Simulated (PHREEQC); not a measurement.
Consider water at 25 °C with 0.029 mol Al2(SO4)3, 0.048 mol CuCl2, 0.0014 mol HCl and 0.00076 mol NaCl per kg of water. Closed to the air; pH follows from the charge balance.

Model: ion-association model, wateq4f.dat, run in PHREEQC.

```csv
quantity,before,after
pH,3.15,3.80
ionic strength (mol/kgw),0.238,0.241
AlSO4+ (mol/kgw),0.0385,0.0384
Cu+2 (mol/kgw),0.0334,0.0334
SO4-2 (mol/kgw),0.0216,0.0218
Al+3 (mol/kgw),0.0122,0.0121
SI of Gibbsite (Al(OH)3),-1.50,+0.46
SI of Chalcanthite (CuSO4:5H2O),-1.58,-1.58
```

Task: What was changed between the two runs?
A) CuCl2 from 0.048 to 0.0096 mol/kgw
B) Al2(SO4)3 from 0.029 to 0.145 mol/kgw
C) temperature from 25 to 10 °C
D) HCl replaced by CaCl2 at the same molality

Result: D, HCl replaced by CaCl2 at the same molality

No solid was allowed to form. Some of these states are supersaturated (in Basaluminite, Gibbsite (slow to form), for instance).
